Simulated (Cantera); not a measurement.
Input: 1 mol Ti, 1.3 mol CH4, 4.1 mol O2, held at 1600 K and 0.000180 bar.

Method: chemical equilibrium by Gibbs-energy minimisation in Cantera with the NASA 1993 tables (ideal gas, pure condensed phases). Candidate condensed phases: C, C6H6, C7H8, C8H18, H2O, Ti, TiC, TiO, TiO2, Ti2O3, Ti3O5, Ti4O7; 113 gas species. Equilibrium is a limit: real reactors are often held back by kinetics, nucleation or transport.

Base state: H2O 0.587, CO2 0.294, O2 0.114, OH 0.00317, CO 0.00129, H2 0.000862, O 0.000364, H 0.000119 (mole fractions); condensed: TiO2(rutile).

Task: What changes in the equilibrium state with this change: CH4 from 1.3 to 0.39 mol?

Result: 
```
species              before     after
-----------------  --------  --------
O2                    0.114     0.663
H2O                   0.587     0.222
CO2                   0.294     0.111
H2                 0.000862  0.000135
CO                  0.00129  0.000203
H                  0.000119   4.70e-5
O                  0.000364  0.000880
TiO2(rutile), mol     1.000      1.00
```

Task: What changes in the equilibrium state with this change: CH4 from 1.3 to 2.2 mol?

Result: 
| species | before | after |
|---|---|---|
| H2O | 0.587 | 0.462 |
| H2 | 0.000862 | 0.203 |
| CO | 0.00129 | 0.190 |
| CO2 | 0.294 | 0.143 |
| O2 | 0.114 | 1.26e-6 |
| O | 0.000364 | 1.22e-6 |
| OH | 0.00317 | 0.000163 |
| H | 0.000119 | 0.00183 |
| TiO2(rutile), mol | 1.000 | 1.000 |
